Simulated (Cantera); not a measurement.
A Cantera script and what it prints.

```python
import numpy as np
import cantera as ct

gas_names = [...]  # 123 gases of nasa_gas.yaml made of C, H, O, S
cond_names = """
    C(gr) C6H6(L) C7H8(L) C8H18(L),n-octa H2O(s) H2O(L) H2SO4(L) S(cr1) S(cr2) S(L)
""".split()


# ... load() reads the species with a 1 bar reference pressure and builds the phases ...
atoms = {
    'CS2': {'C': 1, 'S': 2},
    'H2O': {'H': 2, 'O': 1},
}
top_T = {'C(gr)': 4500}  # K; cautious upper limits of use, not melting points


# ... equilibrate(T, P, feed) seeds the gas with the atoms and calls Mixture.equilibrate('TP', solver="vcs", rtol=1e-11, max_steps=5000) ...
results = []
feed = {'CS2': 1, 'H2O': 6.8}  # mol
P = 18000000  # Pa
for T in [550, 600, 650, 700, 750, 800, 850]:
    mix = equilibrate(T, P, feed)
    results.append((T, P, feed, dict(zip(mix.species_names, mix.species_moles))))
    x = sorted(zip(gas.X, gas.species_names), reverse=True)
    print(f"T = {T:g} K  P = {P:g} Pa  gas = {mix.phase_moles(0):.4g} mol")
    print("   x: " + "  ".join(f"{s} {v:.3e}" for v, s in x if v > 1e-06))
    print("   condensed (mol): " + ("  ".join(f"{mix.phase(i).name} {mix.phase_moles(i):.4g}"
          for i in range(1, mix.n_phases) if mix.phase_moles(i) > 1e-12) or "none"))
```

It prints:

```
T = 550 K  P = 1.8e+07 Pa  gas = 4.108 mol
   x: H2S 4.864e-01  H2O 2.700e-01  CO2 2.431e-01  COS 3.194e-04  H2 7.616e-05  S8 1.273e-05  CH4 6.306e-06  CO 1.189e-06
   condensed (mol): H2O(L) 3.692
T = 600 K  P = 1.8e+07 Pa  gas = 5.719 mol
   x: H2O 4.756e-01  H2S 3.495e-01  CO2 1.747e-01  COS 1.758e-04  H2 1.070e-04  S8 1.293e-05  S2 2.102e-06  CO 1.391e-06
   condensed (mol): H2O(L) 2.081
T = 650 K  P = 1.8e+07 Pa  gas = 7.8 mol
   x: H2O 6.155e-01  H2S 2.562e-01  CO2 1.281e-01  H2 1.410e-04  COS 1.245e-04  S8 1.223e-05  S2 9.802e-06  SO2 8.361e-06  CO 1.882e-06
   condensed (mol): none
T = 700 K  P = 1.8e+07 Pa  gas = 7.801 mol
   x: H2O 6.155e-01  H2S 2.560e-01  CO2 1.280e-01  H2 2.388e-04  COS 1.967e-04  S2 3.520e-05  SO2 3.032e-05  S8 1.010e-05  CO 5.274e-06
   condensed (mol): none
T = 750 K  P = 1.8e+07 Pa  gas = 7.801 mol
   x: H2O 6.154e-01  H2S 2.558e-01  CO2 1.279e-01  H2 4.145e-04  COS 2.921e-04  S2 8.879e-05  SO2 7.059e-05  CO 1.407e-05  S8 4.196e-06  S2O 1.922e-06
   condensed (mol): none
T = 800 K  P = 1.8e+07 Pa  gas = 7.802 mol
   x: H2O 6.154e-01  H2S 2.554e-01  CO2 1.277e-01  H2 7.143e-04  COS 4.125e-04  S2 1.773e-04  SO2 1.243e-04  CO 3.513e-05  S2O 4.113e-06  S8 1.232e-06
   condensed (mol): none
T = 850 K  P = 1.8e+07 Pa  gas = 7.804 mol
   x: H2O 6.153e-01  H2S 2.549e-01  CO2 1.275e-01  H2 1.172e-03  COS 5.583e-04  S2 3.173e-04  SO2 1.971e-04  CO 7.955e-05  S2O 7.737e-06
   condensed (mol): none
```

Equilibrium computed with Cantera from the NASA thermochemical tables; the gas is ideal and each condensed phase is pure. The ideal-gas law is rough above about 30 bar. Gases not in the tables: S3 to S7.
